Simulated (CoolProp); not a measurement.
Properties of n-nonane along the isotherm 326.85 °C (Tc = 321.4 °C, pc = 2.282 MPa, ω = 0.443).

Model: reference Helmholtz-energy equation of state, Lemmon 2006, in CoolProp. It is a short technical equation, of lower accuracy than the large ones.

```
p (MPa)          phase       Z  speed of sound (m/s)
-------  -------------  ------  --------------------
1.43               gas  0.7388                 147.2
2.85     supercritical  0.2110                 134.3
4.28     supercritical  0.2725                 239.0
5.7      supercritical  0.3424                   ___
7.13     supercritical  0.4124                   ___
8.56     supercritical  0.4814                 383.2
9.98     supercritical  0.5488                 416.0
11.4     supercritical  0.6152                 445.3
12.8     supercritical  0.6798                 471.5
14.3     supercritical  0.7481                 497.2
15.7     supercritical  0.8112                 519.5
17.1     supercritical  0.8736                 540.4
18.5     supercritical  0.9353                   ___
20       supercritical   1.001                 580.1
21.4     supercritical   1.062                 597.8
22.8     supercritical   1.122                 614.8
```

Q: Fill in the missing entries.

A: 
- 5.7, speed of sound (m/s): 299.1
- 7.13, speed of sound (m/s): 345.1
- 18.5, speed of sound (m/s): 560.1
